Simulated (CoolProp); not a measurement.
Computed with CoolProp (reference Helmholtz-energy equation of state, Thol 2014).

**Question.** Give the vapour pressure (MPa), vapour density (kg/m³) of saturated chloromethane (R40) at 314.2 K.

**Answer.** 
```json
[
 {"T (K)": "314.2", "p (MPa)": "0.897", "vapour density (kg/m³)": "20.3"}
]
```
